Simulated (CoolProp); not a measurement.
Properties of fluorine along the isotherm -107.15 °C.

Model: reference Helmholtz-energy equation of state, de Reuck 1990, in CoolProp.

```
p (kPa)          phase           Z  cv (kJ/(kg K))  speed of sound (m/s)  Joule-Thomson coefficient (K/MPa)  isothermal compressibility (1/MPa)  expansivity (1/kK)
-------  -------------  ----------  --------------  --------------------  ---------------------------------  ----------------------------------  ------------------
1820               gas      0.9219          0.5856                 216.6                              6.001                              0.5989               7.781
3640               gas      0.8346          0.6175                 208.5                              5.838                              0.3350               10.58
5450     supercritical      0.7390          0.6516                 202.1                              5.467                              0.2589               15.37
7270     supercritical      0.6321          0.6898                 198.2                              4.759                              0.2339               24.24
9090     supercritical  (withheld)          0.7193                 206.5                              3.517                              0.1970               34.61
10900    supercritical      0.4774          0.7142                 237.7                              2.279                          (withheld)               31.70
12700    supercritical      0.4748      (withheld)                 275.7                              1.513                             0.06533               23.23
14500    supercritical      0.4936          0.6946            (withheld)                              1.072                             0.04170               17.73
16400    supercritical      0.5225          0.6918                 340.1                             0.7797                             0.02924               14.23
18200    supercritical      0.5538          0.6905                 366.2                             0.5901                             0.02246               12.08
20000    supercritical      0.5869          0.6895                 390.4                             0.4504                             0.01807               10.56
```

Fill in the missing entries.


- 9090, Z: 0.5296
- 10900, isothermal compressibility (1/MPa): 0.1174
- 12700, cv (kJ/(kg K)): 0.7011
- 14500, speed of sound (m/s): 309.3
